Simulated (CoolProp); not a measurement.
Model: reference Helmholtz-energy equation of state, Gao 2016, in CoolProp.

Question: For sulfur dioxide, give the phase and the cv (kJ/(kg K)), speed of sound (m/s) at 137.35 °C and 0.387 MPa.

Answer: 
- 137.35 °C and 0.387 MPa: gas; cv 0.564, speed of sound 253
